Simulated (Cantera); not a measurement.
Input (Python, Cantera) and output of one run.

```python
import numpy as np
import cantera as ct

gas_names = """
    CL CL2 H HCL H2 N NH NH2 NH3 N2 N2H2 N2H4 Si SiCL SiCL2 SiCL3 SiCL4 SiH SiHCL3 SiH2 SiH2CL2 SiH3
    SiH3CL SiH4 SiN Si2 Si2N Si3
""".split()
cond_names = """
    NH4CL(a) NH4CL(b) Si(cr) Si(L) Si3N4(a)
""".split()


# ... load() reads the species with a 1 bar reference pressure and builds the phases ...
atoms = {
    'Si': {'Si': 1},
    'HCl': {'H': 1, 'CL': 1},
    'N2': {'N': 2},
}
top_T = {'Si3N4(a)': 2400}  # K; cautious upper limits of use, not melting points


# ... equilibrate(T, P, feed) seeds the gas with the atoms and calls Mixture.equilibrate('TP', solver="vcs", rtol=1e-11, max_steps=5000) ...
results = []
T = 1525  # K
P = 160  # Pa
for m in [0.16, 0.25, 0.39, 0.62, 0.98, 1.5, 2.4, 3.8, 6, 9.5, 15]:
    feed = {'Si': 1, 'HCl': 2.8, 'N2': m}  # mol
    mix = equilibrate(T, P, feed)
    results.append((T, P, feed, dict(zip(mix.species_names, mix.species_moles))))
    x = sorted(zip(gas.X, gas.species_names), reverse=True)
    print(f"T = {T:g} K  P = {P:g} Pa  n(N2) = {m:g} mol  gas = {mix.phase_moles(0):.4g} mol")
    print("   x: " + "  ".join(f"{s} {v:.3e}" for v, s in x if v > 1e-06))
    print("   condensed (mol): " + ("  ".join(f"{mix.phase(i).name} {mix.phase_moles(i):.4g}"
          for i in range(1, mix.n_phases) if mix.phase_moles(i) > 1e-12) or "none"))
```

Result:

```
T = 1525 K  P = 160 Pa  n(N2) = 0.16 mol  gas = 2.939 mol
   x: H2 3.476e-01  SiCL2 3.266e-01  HCL 2.571e-01  N2 5.445e-02  SiCL3 1.211e-02  SiCL4 1.335e-03  H 3.487e-04  CL 2.069e-04  SiHCL3 2.040e-04  SiCL 6.391e-05  Si 6.190e-06  SiH2CL2 5.020e-06
   condensed (mol): none
T = 1525 K  P = 160 Pa  n(N2) = 0.25 mol  gas = 3.029 mol
   x: H2 3.371e-01  SiCL2 3.170e-01  HCL 2.497e-01  N2 8.254e-02  SiCL3 1.160e-02  SiCL4 1.260e-03  H 3.434e-04  CL 2.040e-04  SiHCL3 1.923e-04  SiCL 6.292e-05  Si 6.180e-06  SiH2CL2 4.726e-06
   condensed (mol): none
T = 1525 K  P = 160 Pa  n(N2) = 0.39 mol  gas = 3.17 mol
   x: H2 3.220e-01  SiCL2 3.032e-01  HCL 2.389e-01  N2 1.230e-01  SiCL3 1.086e-02  SiCL4 1.156e-03  H 3.356e-04  CL 1.997e-04  SiHCL3 1.760e-04  SiCL 6.146e-05  Si 6.166e-06  SiH2CL2 4.318e-06
   condensed (mol): none
T = 1525 K  P = 160 Pa  n(N2) = 0.62 mol  gas = 3.378 mol
   x: H2 2.930e-01  SiCL2 2.748e-01  HCL 2.424e-01  N2 1.773e-01  SiCL3 1.047e-02  SiCL4 1.185e-03  H 3.201e-04  CL 2.124e-04  SiHCL3 1.618e-04  SiCL 5.238e-05  Si 4.941e-06  SiH2CL2 3.562e-06
   condensed (mol): Si3N4(a) 0.01053
T = 1525 K  P = 160 Pa  n(N2) = 0.98 mol  gas = 3.714 mol
   x: H2 2.573e-01  N2 2.520e-01  SiCL2 2.404e-01  HCL 2.388e-01  SiCL3 9.630e-03  SiCL4 1.146e-03  H 3.000e-04  CL 2.234e-04  SiHCL3 1.395e-04  SiCL 4.358e-05  Si 3.909e-06  SiH2CL2 2.736e-06
   condensed (mol): Si3N4(a) 0.02209
T = 1525 K  P = 160 Pa  n(N2) = 1.5 mol  gas = 4.214 mol
   x: N2 3.406e-01  HCL 2.251e-01  H2 2.195e-01  SiCL2 2.048e-01  SiCL3 8.369e-03  SiCL4 1.016e-03  H 2.771e-04  CL 2.279e-04  SiHCL3 1.120e-04  SiCL 3.637e-05  Si 3.197e-06  SiH2CL2 1.988e-06
   condensed (mol): Si3N4(a) 0.03228
T = 1525 K  P = 160 Pa  n(N2) = 2.4 mol  gas = 5.096 mol
   x: N2 4.544e-01  HCL 1.982e-01  H2 1.755e-01  SiCL2 1.639e-01  SiCL3 6.598e-03  SiCL4 7.891e-04  H 2.477e-04  CL 2.245e-04  SiHCL3 7.893e-05  SiCL 2.956e-05  Si 2.638e-06  SiH2CL2 1.272e-06
   condensed (mol): Si3N4(a) 0.04219
T = 1525 K  P = 160 Pa  n(N2) = 3.8 mol  gas = 6.482 mol
   x: N2 5.708e-01  HCL 1.637e-01  H2 1.340e-01  SiCL2 1.257e-01  SiCL3 4.781e-03  SiCL4 5.402e-04  H 2.165e-04  CL 2.121e-04  SiHCL3 4.998e-05  SiCL 2.399e-05  Si 2.266e-06
   condensed (mol): Si3N4(a) 0.05008
T = 1525 K  P = 160 Pa  n(N2) = 6 mol  gas = 8.673 mol
   x: N2 6.789e-01  HCL 1.270e-01  H2 9.782e-02  SiCL2 9.234e-02  SiCL3 3.189e-03  SiCL4 3.273e-04  CL 1.926e-04  H 1.850e-04  SiHCL3 2.849e-05  SiCL 1.941e-05  Si 2.019e-06
   condensed (mol): Si3N4(a) 0.05608
T = 1525 K  P = 160 Pa  n(N2) = 9.5 mol  gas = 12.17 mol
   x: N2 7.709e-01  HCL 9.307e-02  H2 6.845e-02  SiCL2 6.511e-02  SiCL3 1.970e-03  SiCL4 1.771e-04  CL 1.687e-04  H 1.547e-04  SiCL 1.562e-05  SiHCL3 1.472e-05  Si 1.855e-06
   condensed (mol): Si3N4(a) 0.06043
T = 1525 K  P = 160 Pa  n(N2) = 15 mol  gas = 17.66 mol
   x: N2 8.420e-01  HCL 6.537e-02  H2 4.650e-02  SiCL2 4.458e-02  SiCL3 1.150e-03  CL 1.438e-04  H 1.275e-04  SiCL4 8.807e-05  SiCL 1.255e-05  SiHCL3 7.080e-06  Si 1.749e-06
   condensed (mol): Si3N4(a) 0.06342
```

Method: chemical equilibrium by Gibbs-energy minimisation in Cantera with the NASA 1993 tables (ideal gas, pure condensed phases). The tables' values for SiCl3, SiCl are old estimates; treat these amounts as uncertain.
